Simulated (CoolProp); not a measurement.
Ammonia at 293.15 K and 0.237 MPa is compressed adiabatically to 0.591 MPa with isentropic efficiency 0.8. Each further row changes one setting.

Model: reference Helmholtz-energy equation of state, Gao 2020, in CoolProp.

```json
[
 {"case": "as stated", "work (kJ/kg)": "?", "final temperature (K)": "376.2", "final density (kg/m³)": "3.30"},
 {"case": "efficiency 1", "work (kJ/kg)": "?", "final temperature (K)": "361.2", "final density (kg/m³)": "3.46"},
 {"case": "efficiency 0.65", "work (kJ/kg)": "218", "final temperature (K)": "?", "final density (kg/m³)": "?"}
]
```

**Question.** Some entries are withheld; supply them.

**Answer.** 
- as stated, work (kJ/kg): 177
- efficiency 1, work (kJ/kg): 141
- efficiency 0.65, final temperature (K): 393.4
- efficiency 0.65, final density (kg/m³): 3.15
